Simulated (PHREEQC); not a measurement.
A made-up water analysis in mmol/kgw, 25 °C, pH 3.86, pe 12.5:

| constituent | mmol/kgw |
|---|---|
| Na | 0.414 |
| K | 3.69 |
| Ca | 0.642 |
| Mg | 2.51 |
| Cl | 0.213 |
| S(6) | 5.43 |
| Cd | 0.0234 |
| Zn | 0.00875 |
| Cu(2) | 0.0373 |

Valence states are taken as typed.

All values are PHREEQC results (ion-association model, wateq4f.dat), not measurements.

Precipitation was switched off in this run.

Question: Estimate the ionic strength.

Answer: ionic strength 0.0158 mol/kgw.

Question: In which forms is K present?

Answer: K+ 98 %, KSO4- 1.9 % of the K.
